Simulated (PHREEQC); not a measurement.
Dissolve 3.9 mol/kgw NaOH, 0.15 mol/kgw Na2SO4 and 1 mol/kgw LiCl at 25 °C. Closed to the air; pH follows from the charge balance.

Equilibrium calculation in PHREEQC: Pitzer model, pitzer.dat.

```yaml
pH: 14.53
ionic_strength: 5.35 mol/kgw
activity_of_water: 0.806
density: 1.165 g/cm³
osmotic_coefficient: 1.166
total_alkalinity: 3900 meq/kg
```

```json
[
 {"species": "Na+", "molality": "4.20", "activity": "4.56", "log γ": "0.036"},
 {"species": "OH-", "molality": "3.90", "activity": "2.76", "log γ": "-0.150"},
 {"species": "Cl-", "molality": "1.00", "activity": "0.599", "log γ": "-0.222"},
 {"species": "Li+", "molality": "1.00", "activity": "0.662", "log γ": "-0.179"},
 {"species": "SO4-2", "molality": "0.150", "activity": "0.00212", "log γ": "-1.849"}
]
```

This is a speciation only: nothing precipitates in the calculation. In brines, pH and single-ion activities rest on the MacInnes convention.
